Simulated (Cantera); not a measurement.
What does this Cantera script print?

```python
import numpy as np
import cantera as ct

gas = ct.Solution("gri30.yaml")


def delay(T, t_max=10):
    gas.TPX = T, 500000, {'CH4': 1, 'CO': 0.26, 'O2': 3.44, 'N2': 12.9}
    reactor = ct.IdealGasConstPressureReactor(gas, clone=False)
    net = ct.ReactorNet([reactor])
    net.rtol, net.atol = 1e-8, 1e-16
    while net.time < t_max:
        t_old, T_old = net.time, reactor.T
        net.step()
        if reactor.T > T + 400:  # ignition: a rise of 400 K
            return t_old + (T + 400 - T_old) / (reactor.T - T_old) * (net.time - t_old)
    return np.nan


taus = []
for T in [1050, 1100, 1150, 1200, 1250, 1300, 1350, 1400]:
    taus.append(delay(T))
    print(f"T0 = {T:6g} K   tau = {taus[-1]:.4e} s")
```

Output:

```
T0 =   1050 K   tau = 9.0081e-02 s
T0 =   1100 K   tau = 3.9482e-02 s
T0 =   1150 K   tau = 1.8466e-02 s
T0 =   1200 K   tau = 9.0917e-03 s
T0 =   1250 K   tau = 4.6721e-03 s
T0 =   1300 K   tau = 2.4932e-03 s
T0 =   1350 K   tau = 1.3773e-03 s
T0 =   1400 K   tau = 7.8607e-04 s
```

Model: GRI-Mech 3.0 (53 species, 325 reactions), integrated in Cantera.
